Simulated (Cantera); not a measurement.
An isothermal, constant-pressure homogeneous reactor starts with CH₄ : H₂ = 1 : 1.4 (molar parts), at 1848 K and 0.00920 bar.

Computed with Cantera and GRI-Mech 3.0 (53 species, 325 reactions). GRI-Mech 3.0 stops at C3 and has no aromatics, soot or wall deposition, so with more carbon than oxygen in the feed, carbon stays in small species such as C2H2 where larger ones or solid carbon would form. Radical loss at walls, strong at low pressure, is not modelled.

x: mole fraction; the columns are a selection and need not sum to one.

```csv
t (s),x CH₄,x H₂,x C₂H₆,x H,x C₂H₄,x CH₂
0.000600,0.416,0.583,7.07e-7,6.18e-5,5.06e-6,8.23e-8
0.00136,0.414,0.584,5.43e-6,0.000137,6.15e-5,4.11e-7
0.00310,0.409,0.585,___,___,___,___
0.00704,0.383,0.598,0.000145,0.000787,0.00571,7.22e-6
0.0160,___,___,___,___,___,___
0.0363,0.134,0.760,5.76e-5,0.00194,0.00304,9.40e-6
0.0826,0.0603,0.810,1.37e-5,0.00229,0.000679,6.57e-6
0.188,0.0229,0.835,2.49e-6,0.00281,0.000138,4.47e-6
0.426,0.00702,0.845,3.15e-7,0.00369,3.58e-5,2.71e-6
0.968,0.00186,0.847,2.84e-8,0.00468,2.11e-5,1.26e-6
2.20,0.000568,0.848,2.92e-9,0.00507,1.94e-5,4.68e-7
5.00,0.000228,0.848,5.05e-10,0.00512,1.92e-5,1.93e-7
```

What belongs in the gaps?


- 0.00310, x C₂H₆: 3.23e-5
- 0.00310, x H: 0.000318
- 0.00310, x C₂H₄: 0.000681
- 0.00310, x CH₂: 1.86e-6
- 0.0160, x CH₄: 0.262
- 0.0160, x H₂: 0.673
- 0.0160, x C₂H₆: 0.000184
- 0.0160, x H: 0.00158
- 0.0160, x C₂H₄: 0.0107
- 0.0160, x CH₂: 1.28e-5
